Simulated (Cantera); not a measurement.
Input: 1 mol C3H6, 0.019 mol O2, 0.3 mol N2, held at 9800 Pa.

Cantera equilibrium calculation (NASA polynomials, part measured and part estimated; ideal gas, pure solids and liquids). Candidate condensed phases: C, C6H6, C7H8, C8H18, H2O; 136 gas species. The numbers say what is thermodynamically allowed, not how fast it happens. All values below are at 925 K.

Base state: H2 0.880, N2 0.0915, CH4 0.0172, CO 0.0102, H2O 0.00131, CO2 3.08e-5, NH3 2.43e-5 (mole fractions); condensed: C(graphite).

### Question
What changes in the equilibrium state with this change: N2 from 0.3 to 7.9 mol?

### Answer
```
species            before     after
----------------  -------  --------
N2                 0.0915     0.724
H2                  0.880     0.271
CO                 0.0102   0.00334
CH4                0.0172   0.00164
H2O               0.00131  0.000132
CO2               3.08e-5   3.29e-6
NH3               2.43e-5   1.17e-5
C(graphite), mol     2.91      2.95
```

### Question
What changes in the equilibrium state with this change: O2 from 0.019 to 1.4 mol?

### Answer
| species | before | after |
|---|---|---|
| H2 | 0.880 | 0.491 |
| CO | 0.0102 | 0.381 |
| N2 | 0.0915 | 0.0529 |
| CO2 | 3.08e-5 | 0.0427 |
| H2O | 0.00131 | 0.0272 |
| CH4 | 0.0172 | 0.00536 |
| NH3 | 2.43e-5 | 7.71e-6 |
| C(graphite), mol | 2.91 | 0.567 |
